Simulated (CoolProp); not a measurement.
Vapour pressure (bar) of n-octane: the reference equation beside estimates from Tc = 295.6 °C, pc = 24.84 bar, ω = 0.398. Clausius-Clapeyron is anchored at 150.35 °C with a constant enthalpy of vaporisation of 32.40 kJ/mol.

The numbers come from the reference Helmholtz-energy equation of state, Beckmüller 2019 in CoolProp.

| T (°C) | reference | Clausius-Clapeyron | van der Waals |
|---|---|---|---|
| 128.15 | 1.086 | 1.154 | 5.184 |
| 139.25 | ? | ? | 5.945 |
| 150.35 | 1.920 | 1.920 | 6.774 |
| 161.45 | 2.489 | 2.428 | 7.675 |
| 172.45 | ? | 3.030 | 8.639 |
| 183.55 | 3.999 | 3.748 | 9.687 |
| 194.65 | 4.980 | 4.589 | 10.81 |
| 205.75 | 6.134 | 5.566 | 12.02 |
| 216.85 | ? | 6.693 | 13.30 |
| 227.85 | 9.025 | 7.970 | 14.65 |
| 238.95 | 10.82 | 9.434 | 16.10 |
| 250.05 | 12.87 | 11.09 | ? |

Some entries are withheld; supply them.


- 139.25, reference: 1.457
- 139.25, Clausius-Clapeyron: 1.499
- 172.45, reference: 3.172
- 216.85, reference: 7.481
- 250.05, van der Waals: 17.63

Absolute difference from the reference over all 12 rows, mean and median: Clausius-Clapeyron 7.4 and 7.1 %, van der Waals 158.3 and 129.7 %.
